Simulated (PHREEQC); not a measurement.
A solution holds 0.021 mol NaOH, 0.0012 mol H3BO3 and 6.1e-05 mol (CH3)4NCl per kg of water, at 25 °C. Closed to the air; pH follows from the charge balance.

The numbers come from PHREEQC with the ion-association model, wateq4f.dat.

| quantity | before | after |
|---|---|---|
| pH | 12.23 | 11.27 |
| SI of Halite (NaCl) | -7.60 | -9.52 |

Problem. What was changed between the two runs?
A) 0.00025 mol/kgw SrCl2 added
B) diluted 10-fold with water
C) H3BO3 from 0.0012 to 0.00132 mol/kgw
D) NaOH replaced by Na2SeO3 at the same molality
E) H3BO3 from 0.0012 to 0.012 mol/kgw

Solution. B, diluted 10-fold with water

Precipitation was switched off in this run. (CH3)4N+ isn't in the database: it is added as a free cation with an ion size of 4 Å.
